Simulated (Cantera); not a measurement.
## Reactions in the system C-H-Si

Cantera with NASA thermochemical tables; ideal gases at 1 bar, condensed phases pure. Values are per mole of reaction as written; species without (g) are pure solids or liquids, kept so even where they would boil at 1 bar.

Si + 2 C2H2(g) ⇌ SiH4(g) + 4 C

| T (K) | ΔH° (kJ) | ΔS° (J/K) | ΔG° (kJ) | log10 K | condensed phases |
|---|---|---|---|---|---|
| 300 | -422.1 | -193.2 | -364.2 | 63.41 | Si(s), C(graphite) |
| 1375 | -423.4 | -203.8 | -143.2 | 5.44 | Si(s), C(graphite) |
| 1425 | -422.9 | -203.4 | -133.0 | 4.87 | Si(s), C(graphite) |
| 1475 | -422.4 | -203.1 | -122.8 | 4.35 | Si(s), C(graphite) |
| 1525 | -421.8 | -202.7 | -112.7 | 3.86 | Si(s), C(graphite) |
| 1575 | -421.3 | -202.4 | -102.6 | 3.40 | Si(s), C(graphite) |
| 1625 | -420.8 | -202.1 | -92.4 | 2.97 | Si(s), C(graphite) |
| 1675 | -420.3 | -201.8 | -82.3 | 2.57 | Si(s), C(graphite) |
| 1725 | -469.9 | -231.1 | -71.2 | 2.16 | Si(l), C(graphite) |
| 1775 | -469.3 | -230.8 | -59.7 | 1.76 | Si(l), C(graphite) |
| 1825 | -468.7 | -230.4 | -48.1 | 1.38 | Si(l), C(graphite) |

H2(g) + SiH2(g) ⇌ SiH4(g)

```tsv
T (K)	ΔH° (kJ)	ΔS° (J/K)	ΔG° (kJ)	log10 K
300	-211.1	-133.7	-171.0	29.77
1375	-218.4	-148.7	-13.9	0.53
1425	-218.2	-148.6	-6.4	0.24
1475	-218.0	-148.5	1.0	-0.04
1525	-217.7	-148.3	8.4	-0.29
1575	-217.4	-148.1	15.8	-0.53
1625	-217.1	-147.9	23.2	-0.75
1675	-216.8	-147.7	30.6	-0.96
1725	-216.5	-147.5	38.0	-1.15
1775	-216.1	-147.3	45.4	-1.34
1825	-215.8	-147.1	52.7	-1.51
```
